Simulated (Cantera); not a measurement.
## Hydrocarbon pyrolysis for carbon deposition

An isothermal, constant-pressure homogeneous reactor starts with 6.25 % C₂H₆, 93.8 % N₂, at 1225 K and 0.000320 bar.

Detailed kinetics in Cantera: GRI-Mech 3.0 (53 species, 325 reactions). GRI-Mech 3.0 stops at C3 and has no aromatics, soot or wall deposition, so with more carbon than oxygen in the feed, carbon stays in small species such as C2H2 where larger ones or solid carbon would form. Radical loss at walls, strong at low pressure, is not modelled.

```
t (s)       x C₂H₆       x H     x CH₂    x C₂H₂     x CH₃     x HCN
--------  --------  --------  --------  --------  --------  --------
0.000100    0.0625  1.03e-11    <1e-12    <1e-12   1.93e-7    <1e-12
0.000282    0.0625  2.93e-11    <1e-12    <1e-12   5.44e-7    <1e-12
0.000795    0.0625  1.09e-10    <1e-12    <1e-12   1.53e-6    <1e-12
0.00224     0.0625  8.94e-10    <1e-12    <1e-12   4.30e-6    <1e-12
0.00631     0.0625   1.03e-8  7.30e-12    <1e-12   1.20e-5    <1e-12
0.0178      0.0625   1.00e-7  1.35e-10    <1e-12   3.32e-5    <1e-12
0.0502      0.0624   8.26e-7   1.93e-9  1.91e-10   8.78e-5    <1e-12
0.141       0.0621   4.99e-6   1.89e-8   6.03e-8  0.000218  4.30e-11
0.399       0.0595   1.30e-5   1.06e-7   7.41e-6  0.000592   1.17e-9
1.12        0.0468   2.60e-5   3.25e-7  0.000298   0.00133   5.87e-9
3.17        0.0150   4.58e-5   3.65e-7   0.00439   0.00118   1.61e-8
8.93      0.000881   2.43e-5   4.42e-8    0.0154  0.000220   2.26e-8
25.2       6.19e-5   7.44e-6   3.60e-9    0.0228   5.62e-5   2.28e-8
71.0       4.43e-6   2.63e-6  4.01e-10    0.0280   1.84e-5   2.27e-8
200        3.77e-7   1.02e-6  5.38e-11    0.0322   6.71e-6   2.26e-8
```
x: mole fraction; the columns are a selection and need not sum to one.

Equilibrium at this temperature and pressure: C₂H₆ 3.27e-11, H 5.84e-6, CH₂ 1.80e-12, C₂H₂ 0.0279, CH₃ 6.44e-8, HCN 0.0552 (gas phase only).
